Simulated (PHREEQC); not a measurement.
A PHREEQC speciation (ion-association model, phreeqc.dat) at 75 °C gives pH 2.74 and these molalities:

```
species   mol/kgw
-------  --------
HF        0.00704
H+        0.00194
H4SiO4    0.00135
F-        0.00102
SiF6-2   0.000447
HF2-      3.11e-5
```

What are the element totals, and what could have been dissolved in 1 kg of water to give them?

One answer among several that fit: totals F 0.0108, Si 0.00180 mol/kgw, from 0.0018 mol/kgw H2SiF6.

Precipitation was switched off in this run. Examples of supersaturated solids here: Quartz (slow to form), Chalcedony (slow to form). Others may be too. Away from 25 °C the constants follow the database's enthalpies or fits; those with neither stay at their 25 °C values. SiF6-2 is the database's only silicon fluoride.
